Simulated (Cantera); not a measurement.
**Iron carbonyl, mercury and lead vapours: PbO + CO + H₂**

A closed system holds: 1 mol PbO, 0.77 mol CO, 1.8 mol H₂.

Method: chemical equilibrium by Gibbs-energy minimisation in Cantera with the NASA 1993 tables (ideal gas, pure condensed phases). Candidate condensed phases: C, C₆H₆, C₇H₈, C₈H₁₈, H₂O, Pb, PbO, PbO₂, Pb₃O₄; 113 gas species. Equilibrium is a limit: real reactors are often held back by kinetics, nucleation or transport.

Map the stable condensed phases over T = 923, 948, 973, 998, 1023, 1048, 1073, 1098, 1123, 1148 K and P in Pa = 10, 36, 130, 460, 1700, 6000, 22000, 77000, 280000, 1000000.


```
T in K \ P in Pa
              10      36     130     460    1700    6000   22000   77000  280000 1000000
   1148        A       A       B       B       B       B       B       B       B       B
   1123        A       A       B       B       B       B       B       B       B       B
   1098        A       A       B       B       B       B       B       B       B       B
   1073        A       B       B       B       B       B       B       B       B       B
   1048        A       B       B       B       B       B       B       B       B       B
   1023        B       B       B       B       B       B       B       B       B       B
    998        B       B       B       B       B       B       B       B       B       B
    973        B       B       B       B       B       B       B       B       B       B
    948        B       B       B       B       B       B       B       B       B       B
    923        B       B       B       B       B       B       B       B       B       B
```
A: gas only; B: Pb.
